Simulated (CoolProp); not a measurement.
The fluid at 635.62 K and 0.132 MPa is throttled through a valve to 0.0511 MPa with no heat exchange. The same conditions are run with several fluids, on thermodynamics alone (safety and materials aside).

The numbers come from the reference Helmholtz-energy equation of state of each fluid (hydrogen sulfide: Lemmon 2006; hydrogen chloride: Thol 2018; ammonia: Gao 2020; carbon dioxide: Span 1996; dry air: Lemmon 2000) in CoolProp. Blends and air are pseudo-pure fits.

```json
[
 {"fluid": "hydrogen sulfide", "temperature change (K)": "-0.3", "final density (kg/m³)": "?"},
 {"fluid": "hydrogen chloride", "temperature change (K)": "-0.3", "final density (kg/m³)": "?"},
 {"fluid": "ammonia", "temperature change (K)": "?", "final density (kg/m³)": "?"},
 {"fluid": "carbon dioxide", "temperature change (K)": "?", "final density (kg/m³)": "?"},
 {"fluid": "dry air", "temperature change (K)": "?", "final density (kg/m³)": "?"}
]
```

**Question.** Some entries are withheld; supply them.

**Answer.** 
- hydrogen sulfide, final density (kg/m³): 0.330
- hydrogen chloride, final density (kg/m³): 0.353
- ammonia, temperature change (K): -0.2
- ammonia, final density (kg/m³): 0.165
- carbon dioxide, temperature change (K): -0.1
- carbon dioxide, final density (kg/m³): 0.426
- dry air, temperature change (K): -0.0
- dry air, final density (kg/m³): 0.280
